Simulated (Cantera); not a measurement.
An adiabatic, constant-pressure homogeneous reactor starts with 15.9 % CH4, 17.6 % O2, 66.5 % N2, at 1673 K and 1.68 atm.

Detailed kinetics in Cantera: GRI-Mech 3.0 (53 species, 325 reactions).

x: mole fraction; the columns are a selection and need not sum to one.

```json
[
 {"t (s)": "2.00e-6", "T (K)": "1673", "x CH4": "0.159", "x O2": "0.176", "x C2H": "<1e-12", "x H": "1.89e-7", "x C2H6": "?"},
 {"t (s)": "7.29e-6", "T (K)": "1673", "x CH4": "0.159", "x O2": "0.176", "x C2H": "<1e-12", "x H": "2.26e-7", "x C2H6": "?"},
 {"t (s)": "2.65e-5", "T (K)": "1673", "x CH4": "0.159", "x O2": "0.176", "x C2H": "<1e-12", "x H": "4.93e-7", "x C2H6": "?"},
 {"t (s)": "9.67e-5", "T (K)": "1680", "x CH4": "0.155", "x O2": "0.174", "x C2H": "9.24e-12", "x H": "4.43e-6", "x C2H6": "?"},
 {"t (s)": "0.000352", "T (K)": "2730", "x CH4": "7.07e-12", "x O2": "0.000188", "x C2H": "<1e-12", "x H": "0.0161", "x C2H6": "<1e-12"},
 {"t (s)": "0.00128", "T (K)": "2722", "x CH4": "6.16e-12", "x O2": "0.000201", "x C2H": "<1e-12", "x H": "0.0167", "x C2H6": "<1e-12"},
 {"t (s)": "0.00468", "T (K)": "2721", "x CH4": "6.24e-12", "x O2": "0.000199", "x C2H": "<1e-12", "x H": "0.0167", "x C2H6": "<1e-12"},
 {"t (s)": "0.0170", "T (K)": "2721", "x CH4": "6.24e-12", "x O2": "0.000199", "x C2H": "<1e-12", "x H": "0.0167", "x C2H6": "<1e-12"},
 {"t (s)": "0.0620", "T (K)": "2721", "x CH4": "6.24e-12", "x O2": "0.000199", "x C2H": "<1e-12", "x H": "0.0167", "x C2H6": "<1e-12"},
 {"t (s)": "0.226", "T (K)": "2721", "x CH4": "6.24e-12", "x O2": "0.000199", "x C2H": "<1e-12", "x H": "0.0167", "x C2H6": "<1e-12"},
 {"t (s)": "0.823", "T (K)": "2721", "x CH4": "6.24e-12", "x O2": "0.000199", "x C2H": "<1e-12", "x H": "0.0167", "x C2H6": "<1e-12"},
 {"t (s)": "3.00", "T (K)": "2721", "x CH4": "6.24e-12", "x O2": "0.000199", "x C2H": "<1e-12", "x H": "0.0167", "x C2H6": "<1e-12"}
]
```

Task: What belongs in the gaps?

Result: 
- 2.00e-6, x C2H6: 1.75e-9
- 7.29e-6, x C2H6: 1.07e-7
- 2.65e-5, x C2H6: 8.16e-6
- 9.67e-5, x C2H6: 0.000496
